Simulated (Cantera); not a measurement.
A perfectly stirred reactor is fed with 0.561 % CO, 2.03 % O2, 0.696 % H2O, 96.7 % N2, equivalence ratio 0.14, at 1.00 bar; it is held at 1475 K, and followed from long to short residence time.

Detailed kinetics in Cantera: GRI-Mech 3.0 (53 species, 325 reactions).

Q: Predict: x(CO) at τ = 0.970 s; x(O2) at τ = 0.970 s; x(H2O) at τ = 0.970 s; x(HO2) at τ = 0.970 s; x(NO) at τ = 0.970 s; x(CO) at τ = 67.0 ms; x(O2) at τ = 67.0 ms; x(H2O) at τ = 67.0 ms; x(HO2) at τ = 67.0 ms; x(NO) at τ = 67.0 ms.

A: 
```json
{
  "x(CO) at τ = 0.970 s": "4.24e-5",
  "x(O2) at τ = 0.970 s": "0.0176",
  "x(H2O) at τ = 0.970 s": "0.00695",
  "x(HO2) at τ = 0.970 s": "1.75e-7",
  "x(NO) at τ = 0.970 s": "1.75e-6",
  "x(CO) at τ = 67.0 ms": "0.000253",
  "x(O2) at τ = 67.0 ms": "0.0176",
  "x(H2O) at τ = 67.0 ms": "0.00690",
  "x(HO2) at τ = 67.0 ms": "7.47e-7",
  "x(NO) at τ = 67.0 ms": "1.21e-6"
}
```
